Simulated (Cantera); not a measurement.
# Ignition delay

Mixture: CO : H2 : CH4 : O2 : N2 = 1 : 0.087 : 0.069 : 0.695 : 2.61 (molar parts), at 750 Torr, adiabatic and at constant pressure. Ignition delay is the time to a rise of 400 K.

Cantera simulation using GRI-Mech 3.0 (53 species, 325 reactions); the numbers are that mechanism's predictions, not measurements.

```
T0 (K)  delay (ms)
------  ----------
1075         0.798
1150         0.356
1225         0.204
1300         0.138
1375         0.102
1450        0.0815
```
